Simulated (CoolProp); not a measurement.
Saturation properties of ethane (Tc = 305.3 K, pc = 4872 kPa, ω = 0.099).

Computed with CoolProp (reference Helmholtz-energy equation of state, Bücker 2006).

```tsv
T (K)	p (kPa)	enthalpy of vaporisation (kJ/kg)	liquid viscosity (µPa s)
239.2	943.1	397.7	88.6
242.5	1044	390.3	85.3
245.9	1155	382.4	82.0
249.2	1271	374.3	78.9
252.6	1400	365.7	75.8
255.9	1533	356.9	72.9
259.3	1680	347.4	69.9
262.6	1833	337.6	67.1
266	2000	327.1	64.2
269.3	2172	316.2	61.5
272.7	2361	304.2	58.7
276	2555	291.8	56.1
279.4	2768	278.0	53.3
```

It boils at 184.6 K under 1 atm.

Viscosity comes from a separate model (Friend 1991).
